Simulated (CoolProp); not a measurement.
Vapour-liquid equilibrium of ethylene (1) + n-perfluorobutane (2) at -51.75 °C; x and y are mole fractions of (1).

The numbers come from the multi-fluid Helmholtz-energy mixture model, Smukala 2000 and Gao 2022; pair parameters Bell 2016 in CoolProp.

Problem. Give the bubble pressure and the first vapour's composition at x = 0.05, 0.35, 0.65. Is there an azeotrope?

Solution. x = 0.05: 1.390 bar, y = 0.944; x = 0.35: 7.485 bar, y = 0.989; x = 0.65: 8.077 bar, y = 0.990. No azeotrope shows between x = 0.05 and 0.95.

The pair parameters rest on a limited set of measurements; away from them the model extrapolates. With so large a gap from Raoult's law the liquid may split in two, which this calculation doesn't test in full.
